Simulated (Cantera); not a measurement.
An isothermal, constant-pressure homogeneous reactor starts with 2.22 % C2H6, 97.8 % N2, at 1975 K and 0.0180 bar.

Cantera simulation using GRI-Mech 3.0 (53 species, 325 reactions); the numbers are that mechanism's predictions, not measurements. GRI-Mech 3.0 stops at C3 and has no aromatics, soot or wall deposition, so with more carbon than oxygen in the feed, carbon stays in small species such as C2H2 where larger ones or solid carbon would form. Radical loss at walls, strong at low pressure, is not modelled.

One state of this run: x C2H6 = 1.33e-7; x C2H = 8.03e-6; x C2H4 = 6.39e-5; x C2H2 = 0.0202; x CH2 = 1.35e-5. x: mole fraction; the columns are a selection and need not sum to one.

**Question.** Which value of t (s) does it belong to?
A) 0.00588
B) 0.203
C) 0.00242
D) 0.0143

**Answer.** A, 0.00588
